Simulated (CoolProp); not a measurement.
Computed with CoolProp (reference Helmholtz-energy equation of state, Span 2000).

**Question.** For nitrogen, give the phase and the Z, cp (kJ/(kg K)), speed of sound (m/s), isothermal compressibility (1/MPa) at 112.4 K and 313 bar.

**Answer.** 
- 112.4 K and 313 bar: liquid; Z 1.25, cp 1.82, speed of sound 837, isothermal compressibility 0.00346
